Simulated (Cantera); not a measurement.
**Equilibrium for hydrogen reduction and annealing atmospheres: PbS + H₂**

A closed system holds: 1 mol PbS, 910 mol H₂, equilibrated at 1948 K and 7.30 bar.

Cantera equilibrium calculation (NASA polynomials, part measured and part estimated; ideal gas, pure solids and liquids). Candidate condensed phases: Pb, PbS, S; 10 gas species. Rates play no part.

x(H₂): 0.997
x(Pb): 0.00106
x(H₂S): 0.00103
x(H): 0.000418
x(SH): 3.54e-5
x(PbS): 3.41e-5
gas amount: 911.2 mol
log10 activity of Pb(l) (absent): -1.94
log10 activity of S(l) (absent): -4.37
